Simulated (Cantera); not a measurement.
Charge: 1 mol Na₂CO₃, 0.054 mol H₂O, 2.7 mol O₂, at 0.00220 bar.

These are equilibrium values from Cantera (NASA tables, ideal gas, pure condensed phases), not measurements of a reactor. Candidate condensed phases: C, C₆H₆, C₇H₈, C₈H₁₈, H₂O, Na, NaOH, NaO₂, Na₂CO₃, Na₂O, Na₂O₂; 117 gas species. Kinetics and transport are ignored.

Problem. At 1200 K, list the 6 most abundant gas species with their mole fractions, and the condensed phases.

Solution. O₂ 0.959, NaOH 0.0209, CO₂ 0.0108, H₂O 0.00873, Na 0.000739, NaO 1.40e-5. Condensed: Na₂CO₃(l).
